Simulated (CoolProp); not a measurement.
Vapour-liquid equilibrium of ethanol (1) + cyclohexane (2) at 417.5 K; x and y are mole fractions of (1).

Computed with CoolProp (multi-fluid Helmholtz-energy mixture model, Schroeder 2014 and Zhou 2014; pair parameters Bell 2016).

Question: Give the bubble pressure and the first vapour's composition at x = 0.05, 0.65, 0.95. Is there an azeotrope?

Answer: x = 0.05: 0.6076 MPa, y = 0.203; x = 0.65: 0.9550 MPa, y = 0.663; x = 0.95: 0.8834 MPa, y = 0.920. y crosses x between x = 0.65 and 0.8: the model has an azeotrope there.

The pair parameters rest on a limited set of measurements; away from them the model extrapolates.
